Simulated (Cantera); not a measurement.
Cantera run:

```python
import numpy as np
import cantera as ct

gas_names = """
    H H2 Si SiH SiH2 SiH3 SiH4 Si2 Si3
""".split()
cond_names = """
    Si(cr) Si(L)
""".split()


def load(file, names, dense=False):
    # The tables refer to 1 bar. Condensed volumes are neglected.
    table = {s.name: s for s in ct.Species.list_from_file(file)}
    out = []
    for n in names:
        d = dict(table[n].input_data)
        d["thermo"] = dict(d["thermo"], **{"reference-pressure": 1e5})
        if dense:
            d["equation-of-state"] = {"model": "constant-volume", "density": "1e6 g/cm^3"}
        out.append(ct.Species.from_dict(d))
    return out


gas = ct.Solution(thermo="ideal-gas", species=load("nasa_gas.yaml", gas_names))
cond = {s.name: ct.Solution(thermo="fixed-stoichiometry", species=[s], name=s.name)
        for s in load("nasa_condensed.yaml", cond_names, dense=True)}
atoms = {
    'SiH4': {'Si': 1, 'H': 4},
    'H2': {'H': 2},
}
top_T = {}  # K; cautious upper limits of use, not melting points


def equilibrate(T, P, feed):
    n = {}
    for name, mol in feed.items():
        for a, k in atoms[name].items():
            n[a] = n.get(a, 0.0) + k * mol
    gas.TPX = T, P, n
    mass = sum(n.values()) * gas.mean_molecular_weight
    gas.equilibrate("TP")
    valid = [c for c in cond.values() if c.min_temp <= T <= top_T.get(c.name, c.max_temp)]
    mix = ct.Mixture([(gas, mass / gas.mean_molecular_weight)] + [(c, 0.0) for c in valid])
    mix.T, mix.P = T, P
    mix.equilibrate("TP", solver="vcs", rtol=1e-11, max_steps=5000)
    return mix


results = []
feed = {'SiH4': 1, 'H2': 1200}  # mol
P = 13332.2  # Pa
for T in [1200, 1250, 1300, 1350, 1400, 1450, 1500, 1550, 1600, 1650, 1700, 1750, 1800, 1850]:
    mix = equilibrate(T, P, feed)
    results.append((T, P, feed, dict(zip(mix.species_names, mix.species_moles))))

top = {s: max(r[3][s] / sum(r[3][g] for g in gas_names) for r in results) for s in gas_names}
cols = sorted((s for s in top if top[s] > 1e-06), key=lambda s: -top[s])[:9]
seen = [c for c in cond_names if any(r[3].get(c, 0) > 1e-12 for r in results)]
print("log10 of partial pressures in bar; condensed amounts in mol")
print(f"{'T/K':>10s}" + "".join(f"{s[:9]:>10s}" for s in cols + seen))
for T, P, feed, n in results:
    ng = sum(n[g] for g in gas_names)
    print(f"{T:10.4g}" + "".join(f"{np.log10(max(n[s] / ng * P / 1e5, 1e-99)):10.3f}" for s in cols)
          + "".join(f"{n.get(c, 0):10.4g}" for c in seen))
```

It prints:

```
log10 of partial pressures in bar; condensed amounts in mol
       T/K        H2         H        Si      SiH2       SiH    Si(cr)     Si(L)
      1200    -0.875    -7.142   -11.858    -8.800   -11.119    0.9999         0
      1250    -0.875    -6.753   -11.081    -8.380   -10.476    0.9998         0
      1300    -0.875    -6.394   -10.364    -7.992    -9.882    0.9998         0
      1350    -0.875    -6.060    -9.700    -7.632    -9.333    0.9996         0
      1400    -0.875    -5.751    -9.085    -7.299    -8.824    0.9994         0
      1450    -0.875    -5.462    -8.512    -6.989    -8.350    0.9988         0
      1500    -0.875    -5.192    -7.978    -6.700    -7.909    0.9978         0
      1550    -0.875    -4.939    -7.479    -6.429    -7.497    0.9959         0
      1600    -0.875    -4.702    -7.011    -6.176    -7.110    0.9922         0
      1650    -0.875    -4.479    -6.572    -5.938    -6.748    0.9853         0
      1700    -0.875    -4.269    -6.168    -5.723    -6.416         0    0.9731
      1750    -0.875    -4.071    -5.824    -5.557    -6.140         0    0.9545
      1800    -0.876    -3.884    -5.498    -5.399    -5.879         0    0.9227
      1850    -0.876    -3.707    -5.191    -5.251    -5.632         0    0.8688
```

Cantera equilibrium calculation (NASA polynomials, part measured and part estimated; ideal gas, pure solids and liquids). Gases not in the tables: Si2H6 and higher silanes.
